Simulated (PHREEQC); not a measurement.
Solution (73 °C): 0.0017 mol/kgw NaH2PO4 and 0.0013 mol/kgw H2SO4. Closed to the air; pH follows from the charge balance.

Computed with PHREEQC (ion-association model, phreeqc.dat).

This is a speciation only: nothing precipitates in the calculation.

### Question
What pH, specific conductance does the model give?

### Answer
pH 2.79; specific conductance 1950 µS/cm.

### Question
In which forms is S present?

### Answer
SO4-2 70 %, HSO4- 30 %, NaSO4- 0.6 % of the S.

Complexes and solids missing from the database can't appear. At this temperature some constants are extrapolated from 25 °C, and those without enthalpy data are left unchanged.
